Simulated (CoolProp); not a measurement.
Isobutene at several states: fugacity coefficient from the reference equation and from simpler models built on Tc = 144.9 °C, pc = 4016 kPa, ω = 0.193; each cubic takes its own stable root.

The numbers come from the reference Helmholtz-energy equation of state, Lemmon 2005 in CoolProp. It is a short technical equation, of lower accuracy than the large ones.

```
T (°C)   p (kPa)   phase  reference
-------  -------  ------  ---------
-131.45     22.9  liquid  0.0001593
37.55        667  liquid     0.5959
-27.55       121  liquid     0.3397
```

**Question.** How far does each simpler model (van der Waals, Redlich-Kwong, Soave-Redlich-Kwong, Peng-Robinson) lie from the reference over these 3 states: mean and median of the absolute difference, and the worst?

**Answer.** 
- van der Waals: mean 42062.7 %, median 185.4 %, worst +125951.5 % at -131.45 °C and 22.9 kPa
- Redlich-Kwong: mean 44.9 %, median 50.2 %, worst +56.2 % at -27.55 °C and 121 kPa
- Soave-Redlich-Kwong: mean 2.8 %, median 1.9 %, worst +6.2 % at -131.45 °C and 22.9 kPa
- Peng-Robinson: mean 14.8 %, median 2.0 %, worst +41.7 % at -131.45 °C and 22.9 kPa

At some of these states van der Waals gives the other phase, because its saturation line lies elsewhere.
